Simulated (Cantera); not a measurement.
A closed system holds: 1 mol B₂H₆, 9.1 mol O₂, 11 mol N₂, equilibrated at 873.15 K and 13.3 mbar.

Equilibrium computed with Cantera from the NASA thermochemical tables; the gas is ideal and each condensed phase is pure. Candidate condensed phases: B, BN, B₂O₃, B₃O₃H₃, H₂O; 39 gas species. The feed counts by its element totals alone. Gases not in the tables: H₃BO₃. Equilibrium is a limit: real reactors are often held back by kinetics, nucleation or transport.

Base state: N₂ 0.547, O₂ 0.304, H₂O 0.149, (HBO₂)₃ 0.000377 (mole fractions); condensed: B₂O₃(l).

What changes in the equilibrium state with this change: O₂ from 9.1 to 0.45 mol?


```tsv
species	before	after
N₂	0.547	0.774
H₂	<1e-9	0.225
H₂O	0.149	0.000493
O₂	0.304	<1e-9
(HBO₂)₃	0.000377	7.20e-8
B₂O₃(l), mol	0.989	0.298
BN(s), mol	0	1.40
```
N₂ is the only nitrogen source here; it is nearly inert below about 1500 K, so the nitride shown seldom forms there in practice.
